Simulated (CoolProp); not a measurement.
Properties of nitrous oxide along the isotherm 226.85 °C (Tc = 36.4 °C, pc = 7245 kPa, ω = 0.161).

Model: reference Helmholtz-energy equation of state, Lemmon 2006, in CoolProp. It is a short technical equation, of lower accuracy than the large ones.

| p (kPa) | phase | cv (kJ/(kg K)) | speed of sound (m/s) | Joule-Thomson coefficient (K/MPa) |
|---|---|---|---|---|
| 34.4 | gas | 0.8533 | 339.6 | 3.408 |
| 50.4 | gas | 0.8533 | 339.6 | 3.408 |
| 74 | gas | 0.8534 | 339.6 | 3.407 |
| 109 | gas | 0.8535 | 339.5 | 3.406 |
| 160 | gas | 0.8536 | 339.5 | 3.404 |
| 234 | gas | 0.8538 | 339.4 | 3.401 |
| 344 | gas | 0.8542 | 339.2 | 3.396 |
| 504 | gas | 0.8546 | 339.1 | 3.390 |
| 740 | gas | 0.8553 | 338.8 | 3.381 |
| 1090 | gas | 0.8564 | 338.4 | 3.366 |
| 1600 | gas | 0.8579 | 337.8 | 3.346 |
| 2340 | gas | 0.8601 | 337.1 | 3.315 |
| 3440 | gas | 0.8633 | 336.1 | 3.267 |
| 5040 | gas | 0.8680 | 334.9 | 3.195 |
| 7400 | supercritical | 0.8749 | 333.6 | 3.078 |
| 10900 | supercritical | 0.8848 | 333.3 | 2.880 |
